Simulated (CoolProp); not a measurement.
The fluoroketone C6F12O (FK-5-1-12) along the isotherm 226.85 °C: density (kg/m³) from the reference equation and from simpler models built on Tc = 168.7 °C, pc = 1.869 MPa, ω = 0.471; each cubic takes its own stable root.

Model: reference Helmholtz-energy equation of state, McLinden 2015, in CoolProp.

```tsv
p (MPa)	phase	reference
0.0668	gas	5.119
0.134	gas	10.35
0.2	gas	15.57
0.267	gas	20.96
0.334	gas	26.44
0.401	gas	32.01
0.467	gas	37.60
0.534	gas	43.36
0.601	gas	49.24
0.668	gas	55.21
0.734	gas	61.21
0.801	gas	67.42
0.868	gas	73.74
0.935	gas	80.19
```

Question: How far does each simpler model (ideal gas, van der Waals, Redlich-Kwong, Soave-Redlich-Kwong, Peng-Robinson) lie from the reference over these 14 states: mean and median of the absolute difference, and the worst?

Answer: 
- ideal gas: mean 6.0 %, median 6.0 %, worst -11.4 % at 226.85 °C and 0.935 MPa
- van der Waals: mean 0.3 %, median 0.2 %, worst +0.8 % at 226.85 °C and 0.935 MPa
- Redlich-Kwong: mean 0.7 %, median 0.6 %, worst +1.4 % at 226.85 °C and 0.935 MPa
- Soave-Redlich-Kwong: mean 0.3 %, median 0.3 %, worst -0.6 % at 226.85 °C and 0.935 MPa
- Peng-Robinson: mean 0.6 %, median 0.6 %, worst +1.2 % at 226.85 °C and 0.935 MPa
